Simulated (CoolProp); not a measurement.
Methanol at 298.15 K and 1.75 MPa is throttled through a valve to 0.598 MPa with no heat exchange. Each further row changes one setting.

The numbers come from the reference Helmholtz-energy equation of state, de Reuck 1993 in CoolProp.

```
case                       temperature change (K)  final density (kg/m³)
-------------------------  ----------------------  ---------------------
as stated                                    +0.4                    786
outlet pressure 0.179 MPa                    +0.5                    786
outlet pressure 0.777 MPa                    +0.3                    787
```
